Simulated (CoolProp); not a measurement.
n-hexane along the isotherm 600 K: Z from the reference equation and from simpler models built on Tc = 507.8 K, pc = 3.044 MPa, ω = 0.300; each cubic takes its own stable root.

Values from CoolProp's reference Helmholtz-energy equation of state, Thol 2019.

```
p (MPa)          phase  reference  Pitzer virial  van der Waals  Soave-Redlich-Kwong
-------  -------------  ---------  -------------  -------------  -------------------
0.0144             gas     0.9991         0.9991         0.9991               0.9991
0.0244             gas     0.9984         0.9985         0.9984               0.9985
0.0411             gas     0.9974         0.9974         0.9973               0.9975
0.0694             gas     0.9956         0.9957         0.9955               0.9958
0.117              gas     0.9925         0.9927         0.9924               0.9929
0.198              gas     0.9873         0.9877         0.9871               0.9879
0.334              gas     0.9785         0.9792         0.9781               0.9796
0.563              gas     0.9636         0.9649         0.9627               0.9654
0.95               gas     0.9381         0.9408            [?]               0.9413
1.6                gas        [?]         0.9003         0.8879               0.9001
2.71               gas     0.8161         0.8312         0.7963               0.8281
4.57     supercritical     0.6817            [?]         0.6069                  [?]
```

**Question.** Fill in the missing entries.

**Answer.** 
- 0.95, van der Waals: 0.9358
- 1.6, reference: 0.8941
- 4.57, Pitzer virial: 0.7153
- 4.57, Soave-Redlich-Kwong: 0.7108
